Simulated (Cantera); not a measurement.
**Formation from one mole of I2**

Standard-state values (1 bar) from the NASA 1993 polynomials, evaluated with Cantera. Values are per mole of reaction as written; species without (g) are pure solids or liquids, kept so even where they would boil at 1 bar.

Mg + I2(g) ⇌ MgI2

| T (K) | ΔH° (kJ) | ΔS° (J/K) | ΔG° (kJ) | log10 K | condensed phases |
|---|---|---|---|---|---|
| 300 | -429.3 | -163.4 | -380.3 | 66.22 | Mg(s), MgI2(s) |
| 675 | -423.4 | -150.8 | -321.6 | 24.89 | Mg(s), MgI2(s) |
| 775 | -421.6 | -148.4 | -306.6 | 20.67 | Mg(s), MgI2(s) |
| 875 | -419.9 | -146.2 | -291.9 | 17.43 | Mg(s), MgI2(s) |
| 975 | -396.5 | -120.3 | -279.1 | 14.95 | Mg(l), MgI2(l) |
| 1075 | -393.7 | -117.6 | -267.2 | 12.98 | Mg(l), MgI2(l) |
| 1175 | -390.9 | -115.1 | -255.6 | 11.36 | Mg(l), MgI2(l) |
| 1275 | -388.1 | -112.9 | -244.2 | 10.00 | Mg(l), MgI2(l) |

H2(g) + I2(g) ⇌ 2 HI(g)

| T (K) | ΔH° (kJ) | ΔS° (J/K) | ΔG° (kJ) | log10 K |
|---|---|---|---|---|
| 300 | -9.7 | 21.8 | -16.2 | 2.83 |
| 675 | -12.4 | 15.9 | -23.1 | 1.79 |
| 775 | -12.8 | 15.3 | -24.7 | 1.66 |
| 875 | -13.2 | 14.8 | -26.2 | 1.56 |
| 975 | -13.5 | 14.5 | -27.6 | 1.48 |
| 1075 | -13.6 | 14.3 | -29.1 | 1.41 |
| 1175 | -13.8 | 14.2 | -30.5 | 1.36 |
| 1275 | -13.9 | 14.1 | -31.9 | 1.31 |

0.6667 Al + I2(g) ⇌ 0.6667 AlI3(g)

```tsv
T (K)	ΔH° (kJ)	ΔS° (J/K)	ΔG° (kJ)	log10 K	condensed phases
300	-191.3	-30.5	-182.1	31.71	Al(s)
675	-191.9	-31.8	-170.4	13.19	Al(s)
775	-192.2	-32.3	-167.2	11.27	Al(s)
875	-192.6	-32.8	-164.0	9.79	Al(s)
975	-200.3	-40.9	-160.4	8.59	Al(l)
1075	-200.7	-41.3	-156.3	7.59	Al(l)
1175	-201.1	-41.7	-152.1	6.76	Al(l)
1275	-201.6	-42.1	-147.9	6.06	Al(l)
```

Pb + I2(g) ⇌ PbI2(g)

| T (K) | ΔH° (kJ) | ΔS° (J/K) | ΔG° (kJ) | log10 K | condensed phases |
|---|---|---|---|---|---|
| 300 | -65.6 | 34.0 | -75.8 | 13.20 | Pb(s) |
| 675 | -73.5 | 19.6 | -86.7 | 6.71 | Pb(l) |
| 775 | -74.5 | 18.3 | -88.6 | 5.97 | Pb(l) |
| 875 | -75.4 | 17.1 | -90.4 | 5.40 | Pb(l) |
| 975 | -76.4 | 16.1 | -92.1 | 4.93 | Pb(l) |
| 1075 | -77.3 | 15.2 | -93.6 | 4.55 | Pb(l) |
| 1175 | -78.2 | 14.3 | -95.1 | 4.23 | Pb(l) |
| 1275 | -79.2 | 13.6 | -96.5 | 3.95 | Pb(l) |
